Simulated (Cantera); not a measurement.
Input: 1 mol SiH4, 3.8 mol HCl, 720 mol H2, at 1.33 mbar.

Method: chemical equilibrium by Gibbs-energy minimisation in Cantera with the NASA 1993 tables (ideal gas, pure condensed phases). Candidate condensed phases: Si; 19 gas species. The tables' values for SiCl are old estimates; treat these amounts as uncertain. Gases not in the tables: Si2H6 and higher silanes. Rates play no part.

log p: log10 of the partial pressure in bar; n: condensed amount in mol.

```json
[
 {"T (K)": "948", "log p H2": "-2.88", "log p H": "-10.72", "log p HCl": "-5.18", "log p Si": "<-14", "log p SiCl2": "-7.30", "log p SiH": "<-14", "n Si(s)": "0.933", "n Si(l)": "0"},
 {"T (K)": "1023", "log p H2": "-2.88", "log p H": "-9.82", "log p HCl": "-5.17", "log p Si": "<-14", "log p SiCl2": "-7.21", "log p SiH": "<-14", "n Si(s)": "0.960", "n Si(l)": "0"},
 {"T (K)": "1098", "log p H2": "-2.88", "log p H": "-9.05", "log p HCl": "-5.17", "log p Si": "-13.66", "log p SiCl2": "-7.15", "log p SiH": "-13.62", "n Si(s)": "0.960", "n Si(l)": "0"},
 {"T (K)": "1173", "log p H2": "-2.88", "log p H": "(withheld)", "log p HCl": "-5.17", "log p Si": "(withheld)", "log p SiCl2": "-7.10", "log p SiH": "(withheld)", "n Si(s)": "0.956", "n Si(l)": "0"},
 {"T (K)": "1248", "log p H2": "-2.88", "log p H": "-7.77", "log p HCl": "-5.17", "log p Si": "-11.11", "log p SiCl2": "-7.06", "log p SiH": "-11.50", "n Si(s)": "0.952", "n Si(l)": "0"},
 {"T (K)": "1323", "log p H2": "-2.88", "log p H": "(withheld)", "log p HCl": "-5.17", "log p Si": "(withheld)", "log p SiCl2": "-7.02", "log p SiH": "(withheld)", "n Si(s)": "0.948", "n Si(l)": "0"},
 {"T (K)": "1398", "log p H2": "-2.88", "log p H": "-6.76", "log p HCl": "-5.17", "log p Si": "-9.11", "log p SiCl2": "-6.99", "log p SiH": "-9.84", "n Si(s)": "0.944", "n Si(l)": "0"},
 {"T (K)": "1473", "log p H2": "-2.88", "log p H": "-6.34", "log p HCl": "-5.17", "log p Si": "-8.26", "log p SiCl2": "-6.97", "log p SiH": "-9.14", "n Si(s)": "0.936", "n Si(l)": "0"},
 {"T (K)": "1548", "log p H2": "-2.88", "log p H": "-5.95", "log p HCl": "-5.17", "log p Si": "-7.50", "log p SiCl2": "-6.94", "log p SiH": "-8.51", "n Si(s)": "0.915", "n Si(l)": "0"},
 {"T (K)": "1623", "log p H2": "-2.88", "log p H": "-5.60", "log p HCl": "-5.17", "log p Si": "-6.81", "log p SiCl2": "-6.92", "log p SiH": "-7.94", "n Si(s)": "0.834", "n Si(l)": "0"},
 {"T (K)": "1698", "log p H2": "-2.88", "log p H": "-5.28", "log p HCl": "-5.18", "log p Si": "-6.18", "log p SiCl2": "-6.92", "log p SiH": "-7.43", "n Si(s)": "0", "n Si(l)": "0.530"},
 {"T (K)": "1773", "log p H2": "-2.88", "log p H": "-4.99", "log p HCl": "-5.17", "log p Si": "-5.80", "log p SiCl2": "-7.08", "log p SiH": "-7.14", "n Si(s)": "0", "n Si(l)": "0"}
]
```

**Question.** Some entries are withheld; supply them.

**Answer.** 
- 1173, log p H: -8.37
- 1173, log p Si: -12.31
- 1173, log p SiH: -12.49
- 1323, log p H: -7.24
- 1323, log p Si: -10.05
- 1323, log p SiH: -10.63
